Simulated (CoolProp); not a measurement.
Computed with CoolProp (reference Helmholtz-energy equation of state, de Reuck 1993).

Give the vapour pressure (bar), liquid density (kg/m³), enthalpy of vaporisation (kJ/kg), liquid cp (kJ/(kg K)) of saturated methanol at 63.85, 155.25, 165.45 °C.


```json
[
 {"T (°C)": "63.85", "p (bar)": "0.988", "liquid density (kg/m³)": "749", "enthalpy of vaporisation (kJ/kg)": "1100", "liquid cp (kJ/(kg K))": "2.82"},
 {"T (°C)": "155.25", "p (bar)": "15.8", "liquid density (kg/m³)": "638", "enthalpy of vaporisation (kJ/kg)": "838", "liquid cp (kJ/(kg K))": "3.93"},
 {"T (°C)": "165.45", "p (bar)": "19.9", "liquid density (kg/m³)": "621", "enthalpy of vaporisation (kJ/kg)": "793", "liquid cp (kJ/(kg K))": "4.13"}
]
```
